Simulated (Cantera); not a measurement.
An adiabatic, constant-volume homogeneous reactor starts with CH4 : O2 : N2 = 1 : 1.25 : 5.25 (molar parts), equivalence ratio 1.6, at 1125 K and 1.00 bar. Integrator tolerance rtol = 1e-08.

Cantera simulation using GRI-Mech 3.0 (53 species, 325 reactions); the numbers are that mechanism's predictions, not measurements.

Task: What does this change do: pressure from 1.00 bar to 5.00 bar?

Result: 
```json
[
 {"quantity": "time of steepest temperature rise", "before": "0.190 s", "after": "37.0 ms"},
 {"quantity": "temperature at 3.00 s", "before": "2662 K", "after": "2712 K"},
 {"quantity": "equilibrium temperature", "before": "2662 K", "after": "2712 K"},
 {"quantity": "x(CH4) at 3.00 s", "before": "4.47e-12 (gas-phase equilibrium 5.09e-12)", "after": "9.84e-11 (gas-phase equilibrium 1.11e-10)"},
 {"quantity": "x(O2) at 3.00 s", "before": "0.000187 (gas-phase equilibrium 0.000187)", "after": "5.77e-5 (gas-phase equilibrium 5.77e-5)"},
 {"quantity": "x(CH2) at 3.00 s", "before": "1.52e-12 (gas-phase equilibrium 1.64e-12)", "after": "9.38e-12 (gas-phase equilibrium 1.02e-11)"},
 {"quantity": "x(H) at 3.00 s", "before": "0.00887 (gas-phase equilibrium 0.00887)", "after": "0.00479 (gas-phase equilibrium 0.00479)"},
 {"quantity": "x(N2O) at 3.00 s", "before": "6.49e-8 (gas-phase equilibrium 6.49e-8)", "after": "8.82e-8 (gas-phase equilibrium 8.82e-8)"}
]
```

Task: What does this change do: pressure from 1.00 bar to 4.70 bar?

Result: 
```csv
quantity,before,after
time of steepest temperature rise,0.190 s,39.7 ms
temperature at 3.00 s,2662 K,2710 K
equilibrium temperature,2662 K,2710 K
x(CH4) at 3.00 s,4.47e-12 (gas-phase equilibrium 5.09e-12),8.72e-11 (gas-phase equilibrium 9.83e-11)
x(O2) at 3.00 s,0.000187 (gas-phase equilibrium 0.000187),6.06e-5 (gas-phase equilibrium 6.06e-5)
x(CH2) at 3.00 s,1.52e-12 (gas-phase equilibrium 1.64e-12),8.76e-12 (gas-phase equilibrium 9.56e-12)
x(H) at 3.00 s,0.00887 (gas-phase equilibrium 0.00887),0.00491 (gas-phase equilibrium 0.00491)
x(N2O) at 3.00 s,6.49e-8 (gas-phase equilibrium 6.49e-8),8.75e-8 (gas-phase equilibrium 8.75e-8)
```
